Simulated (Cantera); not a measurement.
Feed: 1 mol borazine, 0.69 mol NH3, 0.48 mol H2, held at 10.0 Torr.

These are equilibrium values from Cantera (NASA tables, ideal gas, pure condensed phases), not measurements of a reactor. Candidate condensed phases: B, BN; 15 gas species. The feed counts by its element totals alone. Equilibrium is a limit: real reactors are often held back by kinetics, nucleation or transport. All values below are at 1225 K.

Base state: H2 0.929, N2 0.0710 (mole fractions); condensed: BN(s).

Question: What changes in the equilibrium state with this change: borazine replaced by BF3?

Answer: 
| species | before | after |
|---|---|---|
| H2 | 0.929 | 0.517 |
| BF3 | 0 | 0.341 |
| N2 | 0.0710 | 0.117 |
| HF | 0 | 0.0244 |
| BHF2 | 0 | 0.000612 |
| BF2 | 0 | 3.63e-5 |
| BN(s), mol | 3.00 | 0.0226 |
The tables' values for BF2 are old estimates; treat these amounts as uncertain.
